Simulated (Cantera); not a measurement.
Cantera run:

```python
import numpy as np
import cantera as ct

gas_names = """
    CL CL2 H HCL H2 Si SiCL SiCL2 SiCL3 SiCL4 SiH SiHCL3 SiH2 SiH2CL2 SiH3 SiH3CL SiH4 Si2 Si3
""".split()
cond_names = """
    Si(cr) Si(L)
""".split()


# ... load() reads the species with a 1 bar reference pressure and builds the phases ...
atoms = {
    'SiH2Cl2': {'Si': 1, 'H': 2, 'CL': 2},
    'HCl': {'H': 1, 'CL': 1},
    'H2': {'H': 2},
}
top_T = {}  # K; cautious upper limits of use, not melting points


# ... equilibrate(T, P, feed) seeds the gas with the atoms and calls Mixture.equilibrate('TP', solver="vcs", rtol=1e-11, max_steps=5000) ...
results = []
feed = {'SiH2Cl2': 1, 'HCl': 4.6, 'H2': 5.2}  # mol
P = 10000  # Pa
for T in [875, 925, 975, 1025, 1075, 1125, 1175, 1225, 1275, 1325, 1375, 1425, 1475, 1525]:
    mix = equilibrate(T, P, feed)
    results.append((T, P, feed, dict(zip(mix.species_names, mix.species_moles))))

top = {s: max(r[3][s] / sum(r[3][g] for g in gas_names) for r in results) for s in gas_names}
cols = sorted((s for s in top if top[s] > 1e-05), key=lambda s: -top[s])[:6]
seen = [c for c in cond_names if any(r[3].get(c, 0) > 1e-12 for r in results)]
print("log10 of partial pressures in bar; condensed amounts in mol")
print(f"{'T/K':>10s}" + "".join(f"{s[:9]:>10s}" for s in cols + seen))
for T, P, feed, n in results:
    ng = sum(n[g] for g in gas_names)
    print(f"{T:10.4g}" + "".join(f"{np.log10(max(n[s] / ng * P / 1e5, 1e-99)):10.3f}" for s in cols)
          + "".join(f"{n.get(c, 0):10.4g}" for c in seen))
```

Result:

```
log10 of partial pressures in bar; condensed amounts in mol
       T/K        H2       HCL     SiCL4     SiCL2     SiCL3    SiHCL3
       875    -1.176    -1.617    -2.036    -8.653    -6.226    -4.255
       925    -1.177    -1.617    -2.038    -7.687    -5.662    -4.037
       975    -1.177    -1.616    -2.041    -6.825    -5.159    -3.845
      1025    -1.178    -1.614    -2.045    -6.052    -4.708    -3.674
      1075    -1.178    -1.612    -2.051    -5.357    -4.304    -3.523
      1125    -1.180    -1.609    -2.060    -4.733    -3.942    -3.391
      1175    -1.182    -1.603    -2.075    -4.176    -3.621    -3.281
      1225    -1.185    -1.594    -2.101    -3.688    -3.343    -3.198
      1275    -1.191    -1.578    -2.145    -3.275    -3.116    -3.152
      1325    -1.200    -1.556    -2.214    -2.943    -2.946    -3.149
      1375    -1.212    -1.528    -2.315    -2.690    -2.834    -3.194
      1425    -1.225    -1.500    -2.450    -2.505    -2.775    -3.282
      1475    -1.239    -1.475    -2.618    -2.373    -2.761    -3.405
      1525    -1.250    -1.456    -2.814    -2.281    -2.784    -3.555
```

Equilibrium computed with Cantera from the NASA thermochemical tables; the gas is ideal and each condensed phase is pure. The tables' values for SiCl3 are old estimates; treat these amounts as uncertain.
